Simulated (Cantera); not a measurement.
A perfectly stirred reactor is fed with NH3 : N2 = 1 : 0.59 (molar parts), at 16.5 Torr; it is held at 2150 K, and followed from long to short residence time.

Cantera simulation using the gas-phase N/H chemistry of the illustrative SiF4/NH3 mechanism in the Surface Chemkin manual (1991); the numbers are that mechanism's predictions, not measurements. Walls and surfaces, which speed up NH3 decomposition in real reactors, are not modelled.

One state of this run: x NH3 = 0.584; x N2H2 = 1.13e-5; x NH2 = 0.00235; x N2H4 = 1.83e-8; x N = 8.36e-7; x H2 = 0.0401. x: mole fraction; the columns are a selection and need not sum to one.

Q: Which value of τ (s) does it belong to?
A) 0.50
B) 1.2
C) 0.015
D) 2.9

A: C, 0.015
